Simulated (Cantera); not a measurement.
Input (Python, Cantera) and output of one run.

```python
import numpy as np
import cantera as ct

gas_names = [...]  # 110 gases of nasa_gas.yaml made of C, H, O
cond_names = """
    C(gr) C6H6(L) C7H8(L) C8H18(L),n-octa H2O(s) H2O(L)
""".split()


# ... load() reads the species with a 1 bar reference pressure and builds the phases ...
atoms = {
    'C2H4': {'C': 2, 'H': 4},
    'H2O': {'H': 2, 'O': 1},
    'H2': {'H': 2},
}
top_T = {'C(gr)': 4500}  # K; cautious upper limits of use, not melting points


# ... equilibrate(T, P, feed) seeds the gas with the atoms and calls Mixture.equilibrate('TP', solver="vcs", rtol=1e-11, max_steps=5000) ...
results = []
feed = {'C2H4': 1, 'H2O': 0.038, 'H2': 14}  # mol
P = 1333.22  # Pa
for T in [1673, 1723, 1773, 1823, 1873, 1923, 1973, 2023, 2073]:
    mix = equilibrate(T, P, feed)
    results.append((T, P, feed, dict(zip(mix.species_names, mix.species_moles))))

top = {s: max(r[3][s] / sum(r[3][g] for g in gas_names) for r in results) for s in gas_names}
cols = sorted((s for s in top if top[s] > 0.001), key=lambda s: -top[s])[:7]
seen = [c for c in cond_names if any(r[3].get(c, 0) > 1e-12 for r in results)]
print("log10 of partial pressures in bar; condensed amounts in mol")
print(f"{'T/K':>10s}" + "".join(f"{s[:9]:>10s}" for s in cols + seen))
for T, P, feed, n in results:
    ng = sum(n[g] for g in gas_names)
    print(f"{T:10.4g}" + "".join(f"{np.log10(max(n[s] / ng * P / 1e5, 1e-99)):10.3f}" for s in cols)
          + "".join(f"{n.get(c, 0):10.4g}" for c in seen))
```

It prints:

```
log10 of partial pressures in bar; condensed amounts in mol
       T/K        H2         H        CO C2H2,acet     C(gr)
      1673    -1.877    -4.882    -4.502    -6.121      1.96
      1723    -1.877    -4.677    -4.502    -5.920     1.959
      1773    -1.877    -4.485    -4.502    -5.731     1.957
      1823    -1.878    -4.302    -4.502    -5.553     1.955
      1873    -1.879    -4.130    -4.503    -5.384     1.952
      1923    -1.880    -3.966    -4.503    -5.225     1.947
      1973    -1.881    -3.811    -4.504    -5.075     1.941
      2023    -1.884    -3.663    -4.505    -4.933     1.933
      2073    -1.887    -3.523    -4.506    -4.798     1.923
```

Method: chemical equilibrium by Gibbs-energy minimisation in Cantera with the NASA 1993 tables (ideal gas, pure condensed phases).
